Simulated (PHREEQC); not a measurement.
Solution (25 °C): 0.054 mol/kgw H2SO4 and 0.056 mol/kgw NaH2PO4. Closed to the air; pH follows from the charge balance.

The numbers come from PHREEQC with the ion-association model, phreeqc.dat.

Precipitation was switched off in this run.

Task: Order these S species by the share of S that they hold, largest first: SO4-2, NaSO4-, HSO4-.

Result: HSO4- (55 %), SO4-2 (41 %), NaSO4- (4.0 %)

The pH is 1.53 and the ionic strength 0.112 mol/kgw.
